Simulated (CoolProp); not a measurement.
Values from CoolProp's reference Helmholtz-energy equation of state, Wagner 2002.

**Question.** Give the vapour pressure (kPa), liquid density (kg/m³), enthalpy of vaporisation (kJ/kg), liquid cp (kJ/(kg K)) of saturated water at 46.45, 50.25 °C.

**Answer.** 
```
T (°C)  p (kPa)  liquid density (kg/m³)  enthalpy of vaporisation (kJ/kg)  liquid cp (kJ/(kg K))
------  -------  ----------------------  --------------------------------  ---------------------
46.45      10.3                     990                              2390                   4.18
50.25      12.5                     988                              2380                   4.18
```
